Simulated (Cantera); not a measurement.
A perfectly stirred reactor is fed with CH4 : H2 : O2 : N2 = 1 : 0.17 : 3.59 : 13.5 (molar parts), equivalence ratio 0.58, at 1280 Torr; it is adiabatic with a 648 K inlet, and is followed from long to short residence time, starting on the burning branch (τ in s: 0.42, 0.14, 0.044, 0.014, 0.0046, 0.0015, 0.00048, 0.00016, 5.1e-05, 1.6e-05).

Detailed kinetics in Cantera: GRI-Mech 3.0 (53 species, 325 reactions).

One state of this run: T (K) = 1901; x CH4 = 2.04e-5; x H2 = 0.000237; x O2 = 0.0826; x H2O2 = 1.34e-7; x C2H6 = 3.59e-10. x: mole fraction; the columns are a selection and need not sum to one.

### Question
Which value of τ (s) does it belong to?
A. 0.014
B. 0.00048
C. 0.00016
D. 1.6e-5

### Answer
A, 0.014
